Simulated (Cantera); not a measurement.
Thermodynamics of silicon epitaxy and polysilicon growth, feed SiCl₄ + Cl₂ + N₂

Input: 1 mol SiCl₄, 0.64 mol Cl₂, 7.4 mol N₂, held at 0.0100 bar.

Method: chemical equilibrium by Gibbs-energy minimisation in Cantera with the NASA 1993 tables (ideal gas, pure condensed phases). Candidate condensed phases: Si, Si₃N₄; 13 gas species. The tables' values for SiCl₃ are old estimates; treat these amounts as uncertain. Kinetics and transport are ignored.

```csv
T (K),log p N₂,log p Cl,log p SiCl₄,log p Cl₂,log p SiCl₃,log p SiCl₂
1273,-2.09,-3.63,-2.96,-3.23,-7.51,-11.25
1323,-2.09,-3.46,-2.96,-3.28,-7.08,-10.45
1373,-2.10,-3.31,-2.97,-3.35,-6.66,-9.70
1423,-2.10,-3.19,-2.97,-3.44,-6.27,-8.96
1473,-2.10,-3.09,-2.97,-3.56,-5.88,-8.25
1523,-2.11,-3.02,-2.98,-3.70,-5.50,-7.54
1573,-2.11,-2.97,-2.98,-3.87,-5.13,-6.86
1623,-2.11,-2.93,-2.99,-4.06,-4.77,-6.19
```
log p: log10 of the partial pressure in bar; nothing condenses.

From 1273 K to 1623 K nothing is condensed. The main Si-bearing gas is SiCl₄ throughout.
